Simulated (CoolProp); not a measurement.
Aqueous potassium formate as a coolant, 31 % by mass, freezing at -22.3 °C, 1 atm.

Values from CoolProp's Melinder's fits for secondary coolants.

| T (°C) | conductivity (W/(m K)) | viscosity (mPa s) | cp (kJ/(kg K)) | density (kg/m³) |
|---|---|---|---|---|
| -20 | 0.490 | 5.36 | 3.043 | 1210 |
| -10 | 0.502 | 3.70 | 3.061 | 1207 |
| 0.1 | 0.514 | 2.71 | 3.079 | 1204 |
| 10.1 | 0.527 | 2.09 | 3.097 | 1201 |
| 20.2 | 0.539 | 1.68 | 3.114 | 1197 |
| 30.2 | 0.551 | 1.39 | 3.132 | 1193 |
